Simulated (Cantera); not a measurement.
Feed: 1 mol Fe3O4, 2.1 mol CH4, 6.5 mol H2, held at 1098.15 K and 10.0 mbar.

These are equilibrium values from Cantera (NASA tables, ideal gas, pure condensed phases), not measurements of a reactor. Candidate condensed phases: C, C6H6, C7H8, C8H18, Fe, Fe(CO)5, FeO, Fe(OH)2, Fe(OH)3, Fe2O3, Fe3O4, H2O; 114 gas species. Rates play no part.

Base state: H2 0.712, CO 0.140, H2O 0.124, CO2 0.0242 (mole fractions); condensed: Fe(α).

Question: What changes in the equilibrium state with this change: CH4 from 2.1 to 5 mol?

Answer: 
```tsv
species	before	after
H2	0.712	0.805
CO	0.140	0.195
CH4	1.36e-7	0.000236
H2O	0.124	0.000144
CO2	0.0242	3.46e-5
Fe(α), mol	3.00	3.00
C(graphite), mol	0	0.999
```
Condensed phases not in the tables: cementite and carbon dissolved in iron.
